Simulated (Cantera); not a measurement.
Charge: 1 mol MgCO3, 0.19 mol C, 0.027 mol CO2, equilibrated at 1825 K and 0.210 bar.

Method: chemical equilibrium by Gibbs-energy minimisation in Cantera with the NASA 1993 tables (ideal gas, pure condensed phases). Candidate condensed phases: C, Mg, MgCO3, MgO; 15 gas species. Kinetics and transport are ignored.

Base state: CO2 0.688, CO 0.312 (mole fractions); condensed: MgO(s).

### Question
What changes in the equilibrium state with this change: 0.016 mol H2O added?

### Answer
| species | before | after |
|---|---|---|
| CO2 | 0.688 | 0.680 |
| CO | 0.312 | 0.307 |
| H2O | 0 | 0.0116 |
| H2 | 0 | 0.00134 |
| H | 0 | 3.51e-5 |
| MgO(s), mol | 1.000 | 1.000 |
Further candidate phases: C6H6, C7H8, C8H18, H2O, Mg(OH)2.
